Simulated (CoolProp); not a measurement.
Vapour-liquid equilibrium of R227EA (1) + isobutene (2) at 56.55 °C; x and y are mole fractions of (1).

Values from CoolProp's multi-fluid Helmholtz-energy mixture model, Lemmon 2016 and Lemmon 2005; pair parameters Bell 2016.

**Question.** Give the bubble pressure and the first vapour's composition at x = 0.5, 0.65, 0.95. Is there an azeotrope?

**Answer.** x = 0.5: 11.23 bar, y = 0.566; x = 0.65: 11.48 bar, y = 0.665; x = 0.95: 11.03 bar, y = 0.937. y crosses x between x = 0.65 and 0.8: the model has an azeotrope there.

Pair parameters are fitted to limited data, so mixtures are less certain than the pure fluids.
